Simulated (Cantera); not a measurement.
Input (Python, Cantera) and output of one run.

```python
import numpy as np
import cantera as ct

gas_names = """
    H HNO HNO2 HNO3 HO2 H2 H2O H2O2 N NH NH2 NH3 NH2OH NO NO2 NO3 N2 N2H2 N2H4 N2O O OH O2 O3 Zr ZrN ZrO
    ZrO2
""".split()
cond_names = """
    H2O(s) H2O(L) Zr(a) Zr(b) Zr(L) ZrN(s) ZrN(L) ZrO2(a) ZrO2(b) ZrO2(L)
""".split()


def load(file, names, dense=False):
    # The tables refer to 1 bar. Condensed volumes are neglected.
    table = {s.name: s for s in ct.Species.list_from_file(file)}
    out = []
    for n in names:
        d = dict(table[n].input_data)
        d["thermo"] = dict(d["thermo"], **{"reference-pressure": 1e5})
        if dense:
            d["equation-of-state"] = {"model": "constant-volume", "density": "1e6 g/cm^3"}
        out.append(ct.Species.from_dict(d))
    return out


gas = ct.Solution(thermo="ideal-gas", species=load("nasa_gas.yaml", gas_names))
cond = {s.name: ct.Solution(thermo="fixed-stoichiometry", species=[s], name=s.name)
        for s in load("nasa_condensed.yaml", cond_names, dense=True)}
atoms = {
    'ZrO2': {'Zr': 1, 'O': 2},
    'H2': {'H': 2},
    'N2': {'N': 2},
}
top_T = {}  # K; cautious upper limits of use, not melting points


def equilibrate(T, P, feed):
    n = {}
    for name, mol in feed.items():
        for a, k in atoms[name].items():
            n[a] = n.get(a, 0.0) + k * mol
    gas.TPX = T, P, n
    mass = sum(n.values()) * gas.mean_molecular_weight
    gas.equilibrate("TP")
    valid = [c for c in cond.values() if c.min_temp <= T <= top_T.get(c.name, c.max_temp)]
    mix = ct.Mixture([(gas, mass / gas.mean_molecular_weight)] + [(c, 0.0) for c in valid])
    mix.T, mix.P = T, P
    mix.equilibrate("TP", solver="vcs", rtol=1e-11, max_steps=5000)
    return mix


results = []
P = 13332.2  # Pa
for T in [1323, 1373, 1423, 1473, 1523, 1573, 1623, 1673, 1723, 1773, 1823]:
    for m in [32, 42, 55, 73, 96, 130, 170, 220]:
        feed = {'ZrO2': 1, 'H2': m, 'N2': 2.3}  # mol
        mix = equilibrate(T, P, feed)
        results.append((T, P, feed, dict(zip(mix.species_names, mix.species_moles))))

for T, P, feed, n in results:
    print(f"{T:7g} {feed['H2']:10.4g}  " + (" + ".join(c for c in cond_names if n.get(c, 0) > 1e-12) or "gas only"))
```

Output:

```
   1323         32  ZrN(s) + ZrO2(a)
   1323         42  ZrN(s) + ZrO2(a)
   1323         55  ZrN(s) + ZrO2(a)
   1323         73  ZrN(s) + ZrO2(a)
   1323         96  ZrN(s) + ZrO2(a)
   1323        130  ZrN(s) + ZrO2(a)
   1323        170  ZrN(s) + ZrO2(a)
   1323        220  ZrN(s) + ZrO2(a)
   1373         32  ZrN(s) + ZrO2(a)
   1373         42  ZrN(s) + ZrO2(a)
   1373         55  ZrN(s) + ZrO2(a)
   1373         73  ZrN(s) + ZrO2(a)
   1373         96  ZrN(s) + ZrO2(a)
   1373        130  ZrN(s) + ZrO2(a)
   1373        170  ZrN(s) + ZrO2(a)
   1373        220  ZrN(s) + ZrO2(a)
   1423         32  ZrN(s) + ZrO2(a)
   1423         42  ZrN(s) + ZrO2(a)
   1423         55  ZrN(s) + ZrO2(a)
   1423         73  ZrN(s) + ZrO2(a)
   1423         96  ZrN(s) + ZrO2(a)
   1423        130  ZrN(s) + ZrO2(a)
   1423        170  ZrN(s) + ZrO2(a)
   1423        220  ZrN(s) + ZrO2(a)
   1473         32  ZrN(s) + ZrO2(a)
   1473         42  ZrN(s) + ZrO2(a)
   1473         55  ZrN(s) + ZrO2(a)
   1473         73  ZrN(s) + ZrO2(a)
   1473         96  ZrN(s) + ZrO2(a)
   1473        130  ZrN(s) + ZrO2(a)
   1473        170  ZrN(s) + ZrO2(a)
   1473        220  ZrN(s) + ZrO2(a)
   1523         32  ZrN(s) + ZrO2(b)
   1523         42  ZrN(s) + ZrO2(b)
   1523         55  ZrN(s) + ZrO2(b)
   1523         73  ZrN(s) + ZrO2(b)
   1523         96  ZrN(s) + ZrO2(b)
   1523        130  ZrN(s) + ZrO2(b)
   1523        170  ZrN(s) + ZrO2(b)
   1523        220  ZrN(s) + ZrO2(b)
   1573         32  ZrN(s) + ZrO2(b)
   1573         42  ZrN(s) + ZrO2(b)
   1573         55  ZrN(s) + ZrO2(b)
   1573         73  ZrN(s) + ZrO2(b)
   1573         96  ZrN(s) + ZrO2(b)
   1573        130  ZrN(s) + ZrO2(b)
   1573        170  ZrN(s) + ZrO2(b)
   1573        220  ZrN(s) + ZrO2(b)
   1623         32  ZrN(s) + ZrO2(b)
   1623         42  ZrN(s) + ZrO2(b)
   1623         55  ZrN(s) + ZrO2(b)
   1623         73  ZrN(s) + ZrO2(b)
   1623         96  ZrN(s) + ZrO2(b)
   1623        130  ZrN(s) + ZrO2(b)
   1623        170  ZrN(s) + ZrO2(b)
   1623        220  ZrN(s) + ZrO2(b)
   1673         32  ZrN(s) + ZrO2(b)
   1673         42  ZrN(s) + ZrO2(b)
   1673         55  ZrN(s) + ZrO2(b)
   1673         73  ZrN(s) + ZrO2(b)
   1673         96  ZrN(s) + ZrO2(b)
   1673        130  ZrN(s) + ZrO2(b)
   1673        170  ZrN(s) + ZrO2(b)
   1673        220  ZrN(s) + ZrO2(b)
   1723         32  ZrN(s) + ZrO2(b)
   1723         42  ZrN(s) + ZrO2(b)
   1723         55  ZrN(s) + ZrO2(b)
   1723         73  ZrN(s) + ZrO2(b)
   1723         96  ZrN(s) + ZrO2(b)
   1723        130  ZrN(s) + ZrO2(b)
   1723        170  ZrN(s) + ZrO2(b)
   1723        220  ZrN(s) + ZrO2(b)
   1773         32  ZrN(s) + ZrO2(b)
   1773         42  ZrN(s) + ZrO2(b)
   1773         55  ZrN(s) + ZrO2(b)
   1773         73  ZrN(s) + ZrO2(b)
   1773         96  ZrN(s) + ZrO2(b)
   1773        130  ZrN(s) + ZrO2(b)
   1773        170  ZrN(s) + ZrO2(b)
   1773        220  ZrN(s) + ZrO2(b)
   1823         32  ZrN(s) + ZrO2(b)
   1823         42  ZrN(s) + ZrO2(b)
   1823         55  ZrN(s) + ZrO2(b)
   1823         73  ZrN(s) + ZrO2(b)
   1823         96  ZrN(s) + ZrO2(b)
   1823        130  ZrN(s) + ZrO2(b)
   1823        170  ZrN(s) + ZrO2(b)
   1823        220  ZrN(s) + ZrO2(b)
```

These are equilibrium values from Cantera (NASA tables, ideal gas, pure condensed phases), not measurements of a reactor. Mutual solubility and eutectic melting of coexisting phases are not modelled. ZrN: taken at fixed stoichiometry. Condensed phases not in the tables: solid solutions among these carbides, nitrides and lower oxides.
